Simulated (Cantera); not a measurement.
Cantera run:

```python
import numpy as np
import cantera as ct

gas_names = """
    H HO2 H2 H2O H2O2 H2S H2SO4 O OH O2 O3 S SH SO SO2 SO3 S2 S2O S8
""".split()
cond_names = """
    H2O(s) H2O(L) H2SO4(L) S(cr1) S(cr2) S(L)
""".split()


# ... load() reads the species with a 1 bar reference pressure and builds the phases ...
atoms = {
    'SO2': {'S': 1, 'O': 2},
    'O2': {'O': 2},
    'H2': {'H': 2},
}
top_T = {}  # K; cautious upper limits of use, not melting points


# ... equilibrate(T, P, feed) seeds the gas with the atoms and calls Mixture.equilibrate('TP', solver="vcs", rtol=1e-11, max_steps=5000) ...
results = []
feed = {'SO2': 1, 'O2': 0.13, 'H2': 0.068}  # mol
T = 2973.15  # K
P = 430000  # Pa
mix = equilibrate(T, P, feed)
results.append((T, P, feed, dict(zip(mix.species_names, mix.species_moles))))
x = sorted(zip(gas.X, gas.species_names), reverse=True)
print(f"T = {T:g} K  P = {P:g} Pa  gas = {mix.phase_moles(0):.4g} mol")
print("   x: " + "  ".join(f"{s} {v:.3e}" for v, s in x if v > 1e-06))
print("   condensed (mol): " + ("  ".join(f"{mix.phase(i).name} {mix.phase_moles(i):.4g}"
      for i in range(1, mix.n_phases) if mix.phase_moles(i) > 1e-12) or "none"))
```

Output:

```
T = 2973.15 K  P = 430000 Pa  gas = 1.225 mol
   x: SO2 7.507e-01  O2 1.012e-01  SO 6.372e-02  H2O 4.171e-02  OH 1.869e-02  O 1.583e-02  H 3.564e-03  H2 2.587e-03  S 1.140e-03  SO3 4.564e-04  SH 1.558e-04  S2 1.023e-04  S2O 5.249e-05  HO2 2.176e-05  H2S 5.408e-06
   condensed (mol): none
```

Method: chemical equilibrium by Gibbs-energy minimisation in Cantera with the NASA 1993 tables (ideal gas, pure condensed phases).
